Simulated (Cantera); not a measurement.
A Cantera script and its output.

```python
import numpy as np
import cantera as ct

gas = ct.Solution("h2o2.yaml")


def delay(T, t_max=10):
    gas.TPX = T, 1900000, {'H2': 1, 'O2': 0.455, 'N2': 1.71}
    reactor = ct.IdealGasReactor(gas, clone=False)
    net = ct.ReactorNet([reactor])
    net.rtol, net.atol = 1e-8, 1e-16
    while net.time < t_max:
        t_old, T_old = net.time, reactor.T
        net.step()
        if reactor.T > T + 400:  # ignition: a rise of 400 K
            return t_old + (T + 400 - T_old) / (reactor.T - T_old) * (net.time - t_old)
    return np.nan


taus = []
for T in [975, 1050, 1125, 1200, 1275, 1350, 1425, 1500]:
    taus.append(delay(T))
    print(f"T0 = {T:6g} K   tau = {taus[-1]:.4e} s")
```

Result:

```
T0 =    975 K   tau = 9.8434e-03 s
T0 =   1050 K   tau = 1.9239e-03 s
T0 =   1125 K   tau = 4.3843e-04 s
T0 =   1200 K   tau = 1.0504e-04 s
T0 =   1275 K   tau = 2.2239e-05 s
T0 =   1350 K   tau = 3.7435e-06 s
T0 =   1425 K   tau = 1.4356e-06 s
T0 =   1500 K   tau = 8.6900e-07 s
```

Detailed kinetics in Cantera: the H2/O2 subset of GRI-Mech 3.0, which has no nitrogen chemistry. The hydrogen kinetics of GRI-Mech 3.0 are dated; newer H2 mechanisms differ, most at raised pressure. The pressure lies above the range GRI-Mech 3.0 was tuned for (to about 10 atm).
